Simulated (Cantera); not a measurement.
Charge: 1 mol H2O, 0.31 mol SO2, 2.2 mol N2, 0.5 mol O2, held at 2473.15 K.

Method: chemical equilibrium by Gibbs-energy minimisation in Cantera with the NASA 1993 tables (ideal gas, pure condensed phases). Candidate condensed phases: H2O, H2SO4, S; 35 gas species. The ideal-gas law is rough above about 30 bar. The numbers say what is thermodynamically allowed, not how fast it happens.

x: gas mole fraction; nothing condenses.

```csv
P (Pa),x N2,x H,x O,x H2O,x O2,x SO2,x OH,x H2,x SO,x S,x NO
10,0.347,0.260,0.257,0.00528,0.0412,0.0104,0.0203,0.0136,0.0243,0.0145,0.00644
84,0.424,0.148,0.128,0.0599,0.0852,0.0367,0.0482,0.0369,0.0206,0.00296,0.0102
710,0.493,0.0452,0.0483,0.151,0.103,0.0594,0.0472,0.0292,0.0104,0.000468,0.0121
6000,0.524,(withheld),(withheld),(withheld),0.109,0.0705,(withheld),(withheld),(withheld),(withheld),0.0129
50000,0.535,0.00224,0.00600,0.230,0.112,0.0748,0.0205,0.00506,0.00150,7.69e-6,0.0132
420000,0.539,0.000462,0.00209,0.240,0.114,0.0762,0.0123,0.00180,0.000523,9.16e-7,0.0134
3600000,0.541,(withheld),(withheld),0.244,0.116,0.0766,(withheld),(withheld),(withheld),(withheld),0.0135
30000000,0.541,1.90e-5,0.000249,0.247,0.116,0.0763,0.00432,0.000218,6.15e-5,1.26e-8,0.0135
```

Task: Fill in the missing entries.

Result: 
- 6000, x H: 0.0105
- 6000, x O: 0.0171
- 6000, x H2O: 0.206
- 6000, x OH: 0.0327
- 6000, x H2: 0.0133
- 6000, x SO: 0.00415
- 6000, x S: 6.23e-5
- 3600000, x H: 9.29e-5
- 3600000, x O: 0.000719
- 3600000, x OH: 0.00731
- 3600000, x H2: 0.000625
- 3600000, x SO: 0.000179
- 3600000, x S: 1.06e-7
